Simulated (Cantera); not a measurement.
A freely propagating, adiabatic, planar premixed flame of 21.5 % H2, 16.5 % O2, 62.0 % N2, unburnt at 550 K and 10.0 bar; mixture-averaged transport, grid criteria slope 0.08 and curve 0.16, no radiation.

Detailed kinetics in Cantera: the H2/O2 subset of GRI-Mech 3.0, which has no nitrogen chemistry. The hydrogen kinetics of GRI-Mech 3.0 are dated; newer H2 mechanisms differ, most at raised pressure. Burning velocities carry a grid error of a few per cent, more on coarse grids. Lean hydrogen flames are cellular in practice and burn faster than this planar one.

Problem. Predict: laminar burning velocity; thermal thickness; peak x(OH); peak x(O); peak x(H).

Solution. 
| Item | Value |
|---|---|
| laminar burning velocity | 145 cm/s |
| thermal thickness | 0.0338 mm |
| peak x(OH) | 0.00709 |
| peak x(O) | 0.00268 |
| peak x(H) | 0.00278 |
